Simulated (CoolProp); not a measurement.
Vapour-liquid equilibrium of R1234yf (1) + R227EA (2) at 339 K; x and y are mole fractions of (1).

Values from CoolProp's multi-fluid Helmholtz-energy mixture model, Lemmon 2022 and Lemmon 2016; pair parameters Bell 2016.

```
x     bubble pressure (bar)  y at the bubble point  dew pressure at overall composition x (bar)  liquid density (mol/L)
----  ---------------------  ---------------------  -------------------------------------------  ----------------------
0.05                  13.77                  0.061                                        13.72                   6.989
0.15                  14.28                  0.178                                        14.15                   7.080
0.25                  14.78                  0.289                                        14.60                   7.174
0.35                  15.29                  0.396                                        15.07                   7.270
0.45                  15.79                  0.498                                        15.55                   7.370
0.55                  16.30                  0.596                                        16.06                   7.472
0.65                  16.82                  0.691                                        16.59                   7.577
0.75                  17.34                  0.783                                        17.15                   7.684
0.85                  17.87                  0.872                                        17.74                   7.793
0.95                  18.42                  0.958                                        18.36                   7.905
```

No azeotrope shows between x = 0.05 and 0.95.

The pair parameters rest on a limited set of measurements; away from them the model extrapolates.
